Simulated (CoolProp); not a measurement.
Values from CoolProp's reference Helmholtz-energy equation of state, Gao 2020.

Problem. Give the vapour pressure (bar), vapour Z, surface tension (mN/m), vapour viscosity (µPa s) of saturated ammonia at 36.95, 50.75 °C.

Solution. 
| T (°C) | p (bar) | vapour Z | surface tension (mN/m) | vapour viscosity (µPa s) |
|---|---|---|---|---|
| 36.95 | 14.3 | 0.854 | 17.8 | 10.2 |
| 50.75 | 20.7 | 0.815 | 14.7 | 10.7 |

Viscosity comes from a separate model (Fenghour 1995). Surface tension comes from a separate correlation (Mulero 2012).
